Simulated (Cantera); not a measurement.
Cantera run:

```python
import numpy as np
import cantera as ct

gas_names = """
    H HNO HNO2 HNO3 HO2 H2 H2O H2O2 N NH NH2 NH3 NH2OH NO NO2 NO3 N2 N2H2 N2H4 N2O O OH O2 O3 Si SiH
    SiH2 SiH3 SiH4 SiN SiO SiO2 Si2 Si2N Si3
""".split()
cond_names = """
    H2O(s) H2O(L) Si(cr) Si(L) SiO2(Lqz) SiO2(hqz) SiO2(L) Si2N2O(s) Si3N4(a)
""".split()


# ... load() reads the species with a 1 bar reference pressure and builds the phases ...
atoms = {
    'Si2H6': {'Si': 2, 'H': 6},
    'O3': {'O': 3},
    'N2': {'N': 2},
}
top_T = {'Si2N2O(s)': 2100, 'Si3N4(a)': 2400}  # K; cautious upper limits of use, not melting points


# ... equilibrate(T, P, feed) seeds the gas with the atoms and calls Mixture.equilibrate('TP', solver="vcs", rtol=1e-11, max_steps=5000) ...
results = []
feed = {'Si2H6': 1, 'O3': 3.7, 'N2': 14}  # mol
P = 18000  # Pa
for T in [923, 998, 1073, 1148, 1223, 1298, 1373, 1448, 1523, 1598, 1673, 1748, 1823]:
    mix = equilibrate(T, P, feed)
    results.append((T, P, feed, dict(zip(mix.species_names, mix.species_moles))))

top = {s: max(r[3][s] / sum(r[3][g] for g in gas_names) for r in results) for s in gas_names}
cols = sorted((s for s in top if top[s] > 0.001), key=lambda s: -top[s])[:8]
seen = [c for c in cond_names if any(r[3].get(c, 0) > 1e-12 for r in results)]
print("log10 of partial pressures in bar; condensed amounts in mol")
print(f"{'T/K':>10s}" + "".join(f"{s[:9]:>10s}" for s in cols + seen))
for T, P, feed, n in results:
    ng = sum(n[g] for g in gas_names)
    print(f"{T:10.4g}" + "".join(f"{np.log10(max(n[s] / ng * P / 1e5, 1e-99)):10.3f}" for s in cols)
          + "".join(f"{n.get(c, 0):10.4g}" for c in seen))
```

Result:

```
log10 of partial pressures in bar; condensed amounts in mol
       T/K        N2       H2O        O2        NO        OH SiO2(hqz)   SiO2(L)
       923    -0.878    -1.548    -1.713    -5.808    -8.180         2         0
       998    -0.879    -1.548    -1.713    -5.419    -7.489         2         0
      1073    -0.879    -1.548    -1.713    -5.085    -6.894         2         0
      1148    -0.879    -1.548    -1.713    -4.794    -6.377         2         0
      1223    -0.879    -1.548    -1.713    -4.539    -5.923         2         0
      1298    -0.879    -1.548    -1.713    -4.314    -5.522         2         0
      1373    -0.879    -1.548    -1.714    -4.113    -5.164         2         0
      1448    -0.879    -1.548    -1.714    -3.933    -4.843         2         0
      1523    -0.879    -1.548    -1.715    -3.770    -4.554         2         0
      1598    -0.879    -1.548    -1.716    -3.624    -4.292         2         0
      1673    -0.879    -1.548    -1.717    -3.490    -4.054         2         0
      1748    -0.879    -1.549    -1.719    -3.369    -3.837         0         2
      1823    -0.880    -1.550    -1.721    -3.257    -3.637         0         2
```

Cantera equilibrium calculation (NASA polynomials, part measured and part estimated; ideal gas, pure solids and liquids). The feed counts by its element totals alone. The tables hold silica as quartz up to 1696 K and as liquid above; real silica turns to tridymite and cristobalite and melts near 1996 K. Gases not in the tables: Si(OH)4.
